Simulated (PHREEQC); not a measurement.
A PHREEQC speciation (ion-association model, wateq4f.dat) at 25 °C gives pH 6.45 and these molalities:

```tsv
species	mol/kgw
SO4-2	0.0776
MgSO4	0.0477
Mn+2	0.0413
MnSO4	0.0377
Mg+2	0.0363
```

Question: What are the element totals, and what could have been dissolved in 1 kg of water to give them?

Answer: This is not unique; one that fits is totals Mg 0.0840, Mn(2) 0.0790, S(6) 0.163 mol/kgw, from 79 mmol/kgw MnSO4 and 84 mmol/kgw MgSO4.

Precipitation was switched off in this run.
